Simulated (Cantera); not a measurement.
## Equilibrium for silicon carbide growth: SiH2Cl2 + C2H2 + H2 + C2H4

Feed: 1 mol SiH2Cl2, 0.29 mol C2H2, 1100 mol H2, a varied amount of C2H4, equilibrated at 923.15 K and 11.0 mbar.

Equilibrium computed with Cantera from the NASA thermochemical tables; the gas is ideal and each condensed phase is pure. Candidate condensed phases: C, C6H6, C7H8, C8H18, Si, SiC; 109 gas species. Kinetics and transport are ignored.

At 0.14 mol C2H4 the condensed part is Si(s) + SiC(s). From 0.22 mol C2H4 to 1 mol C2H4 the condensed part is SiC(s).

```json
[
 {"n(C2H4) (mol)": "0.14", "log p H2": "-1.96", "log p HCl": "-4.72", "log p CH4": "-8.28", "log p SiHCl3": "-6.76", "n Si(s)": "0.105", "n SiC(s)": "0.859"},
 {"n(C2H4) (mol)": "0.22", "log p H2": "-1.96", "log p HCl": "-4.70", "log p CH4": "-6.68", "log p SiHCl3": "-8.29", "n Si(s)": "0", "n SiC(s)": "0.999"},
 {"n(C2H4) (mol)": "0.31", "log p H2": "-1.96", "log p HCl": "-4.70", "log p CH4": "-5.70", "log p SiHCl3": "-9.27", "n Si(s)": "0", "n SiC(s)": "1.000"},
 {"n(C2H4) (mol)": "0.4", "log p H2": "-1.96", "log p HCl": "-4.70", "log p CH4": "-5.42", "log p SiHCl3": "-9.55", "n Si(s)": "0", "n SiC(s)": "1.000"},
 {"n(C2H4) (mol)": "0.48", "log p H2": "-1.96", "log p HCl": "-4.70", "log p CH4": "-5.27", "log p SiHCl3": "-9.70", "n Si(s)": "0", "n SiC(s)": "1.000"},
 {"n(C2H4) (mol)": "0.57", "log p H2": "-1.96", "log p HCl": "-4.70", "log p CH4": "-5.14", "log p SiHCl3": "-9.83", "n Si(s)": "0", "n SiC(s)": "1.000"},
 {"n(C2H4) (mol)": "0.66", "log p H2": "-1.96", "log p HCl": "-4.70", "log p CH4": "-5.05", "log p SiHCl3": "-9.92", "n Si(s)": "0", "n SiC(s)": "1.000"},
 {"n(C2H4) (mol)": "0.74", "log p H2": "-1.96", "log p HCl": "-4.70", "log p CH4": "-4.98", "log p SiHCl3": "-9.99", "n Si(s)": "0", "n SiC(s)": "1.000"},
 {"n(C2H4) (mol)": "0.83", "log p H2": "-1.96", "log p HCl": "-4.70", "log p CH4": "-4.91", "log p SiHCl3": "-10.06", "n Si(s)": "0", "n SiC(s)": "1.000"},
 {"n(C2H4) (mol)": "0.92", "log p H2": "-1.96", "log p HCl": "-4.70", "log p CH4": "-4.85", "log p SiHCl3": "-10.12", "n Si(s)": "0", "n SiC(s)": "1.000"},
 {"n(C2H4) (mol)": "1", "log p H2": "-1.96", "log p HCl": "-4.70", "log p CH4": "-4.80", "log p SiHCl3": "-10.17", "n Si(s)": "0", "n SiC(s)": "1.000"}
]
```
log p: log10 of the partial pressure in bar; n: condensed amount in mol.
